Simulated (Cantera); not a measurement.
# Reactions in the system Ca-F-H-S

Standard-state values (1 bar) from the NASA 1993 polynomials, evaluated with Cantera. Values are per mole of reaction as written; species without (g) are pure solids or liquids, kept so even where they would boil at 1 bar.

H2S(g) + 2 CaF2 → SF4(g) + 2 Ca + 2 H(g)

```json
[
 {"T (K)": "300", "ΔH° (kJ)": "2145.1", "ΔS° (J/K)": "271.2", "ΔG° (kJ)": "2063.8", "log10 K": "-359.32", "condensed phases": "CaF2(s), Ca(s)"},
 {"T (K)": "1298", "ΔH° (kJ)": "2156.5", "ΔS° (J/K)": "282.4", "ΔG° (kJ)": "1789.9", "log10 K": "-72.03", "condensed phases": "CaF2(s), Ca(l)"},
 {"T (K)": "1398", "ΔH° (kJ)": "2153.5", "ΔS° (J/K)": "280.2", "ΔG° (kJ)": "1761.8", "log10 K": "-65.83", "condensed phases": "CaF2(s), Ca(l)"},
 {"T (K)": "1498", "ΔH° (kJ)": "2137.5", "ΔS° (J/K)": "269.1", "ΔG° (kJ)": "1734.5", "log10 K": "-60.48", "condensed phases": "CaF2(s), Ca(l)"},
 {"T (K)": "1598", "ΔH° (kJ)": "2129.9", "ΔS° (J/K)": "264.1", "ΔG° (kJ)": "1707.8", "log10 K": "-55.82", "condensed phases": "CaF2(s), Ca(l)"},
 {"T (K)": "1698", "ΔH° (kJ)": "2062.9", "ΔS° (J/K)": "224.4", "ΔG° (kJ)": "1681.9", "log10 K": "-51.74", "condensed phases": "CaF2(l), Ca(l)"},
 {"T (K)": "1798", "ΔH° (kJ)": "2060.1", "ΔS° (J/K)": "222.8", "ΔG° (kJ)": "1659.5", "log10 K": "-48.21", "condensed phases": "CaF2(l), Ca(l)"},
 {"T (K)": "1898", "ΔH° (kJ)": "2057.1", "ΔS° (J/K)": "221.2", "ΔG° (kJ)": "1637.3", "log10 K": "-45.06", "condensed phases": "CaF2(l), Ca(l)"}
]
```

2 H2S(g) + 3 Ca + SF4(g) → 3 CaS + 4 HF(g)

```tsv
T (K)	ΔH° (kJ)	ΔS° (J/K)	ΔG° (kJ)	log10 K	condensed phases
300	-1705.6	26.3	-1713.5	298.35	Ca(s), CaS(s)
1298	-1735.5	7.7	-1745.5	70.24	Ca(l), CaS(s)
1398	-1738.2	5.8	-1746.2	65.24	Ca(l), CaS(s)
1498	-1740.7	4.0	-1746.7	60.91	Ca(l), CaS(s)
1598	-1743.3	2.3	-1747.0	57.10	Ca(l), CaS(s)
1698	-1745.7	0.9	-1747.2	53.75	Ca(l), CaS(s)
1798	-1748.1	-0.5	-1747.2	50.76	Ca(l), CaS(s)
1898	-1750.3	-1.7	-1747.1	48.08	Ca(l), CaS(s)
```

2 H(g) + F2(g) + CaS → CaF2 + H2S(g)

```
T (K)  ΔH° (kJ)  ΔS° (J/K)  ΔG° (kJ)  log10 K  condensed phases
-----  --------  ---------  --------  -------  ----------------
300     -1209.2     -214.6   -1144.8   199.33   CaS(s), CaF2(s)
1298    -1212.3     -224.4    -921.0    37.06   CaS(s), CaF2(s)
1398    -1210.7     -223.2    -898.6    33.58   CaS(s), CaF2(s)
1498    -1202.5     -217.5    -876.7    30.57   CaS(s), CaF2(s)
1598    -1198.6     -215.0    -855.0    27.95   CaS(s), CaF2(s)
1698    -1165.0     -195.0    -833.8    25.65   CaS(s), CaF2(l)
1798    -1163.4     -194.1    -814.3    23.66   CaS(s), CaF2(l)
1898    -1161.8     -193.3    -795.0    21.88   CaS(s), CaF2(l)
```
